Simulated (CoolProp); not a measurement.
Carbonyl sulfide along the isotherm 339.6 K: fugacity coefficient from the reference equation and from simpler models built on Tc = 378.8 K, pc = 63.69 bar, ω = 0.098; each cubic takes its own stable root.

Values from CoolProp's reference Helmholtz-energy equation of state, Lemmon 2006. It is a short technical equation, of lower accuracy than the large ones.

```tsv
p (bar)	phase	reference	van der Waals	Redlich-Kwong	Soave-Redlich-Kwong	Peng-Robinson
38.5	liquid	0.6422	0.7645	0.6696	0.6507	0.6328
76.9	liquid	0.3531	0.4533	0.3728	0.3617	0.3476
115	liquid	0.2584	0.3460	0.2754	0.2669	0.2537
154	liquid	0.2111	0.2942	0.2268	0.2196	0.2065
192	liquid	0.1845	0.2668	0.1996	0.1931	0.1798
231	liquid	0.1672	0.2507	0.1820	0.1760	0.1622
269	liquid	0.1561	0.2421	0.1707	0.1650	0.1507
308	liquid	0.1483	0.2380	0.1630	0.1575	0.1424
346	liquid	0.1432	0.2373	0.1580	0.1526	0.1368
385	liquid	0.1397	0.2393	0.1548	0.1495	0.1328
423	liquid	0.1377	0.2434	0.1532	0.1478	0.1302
462	liquid	0.1367	0.2494	0.1526	0.1472	0.1285
500	liquid	0.1366	0.2569	0.1529	0.1475	0.1276
```

At some of these states van der Waals gives the other phase, because its saturation line lies elsewhere.
